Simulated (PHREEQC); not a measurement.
Make-up at 47 °C: 0.0018 mol Pb(NO3)2, 0.1 mol KNO3 and 0.0048 mol Cu(NO3)2 per kg of water. Closed to the air; pH follows from the charge balance.

Model: ion-association model, wateq4f.dat, run in PHREEQC.

No solid was allowed to form.

Problem. Predict the pH.

Solution. pH 4.75.

Problem. In which forms is Pb present?

Solution. Pb+2 65 %, PbNO3+ 35 % of the Pb.

Complexes and solids missing from the database can't appear. Constants without temperature data keep their 25 °C values here.
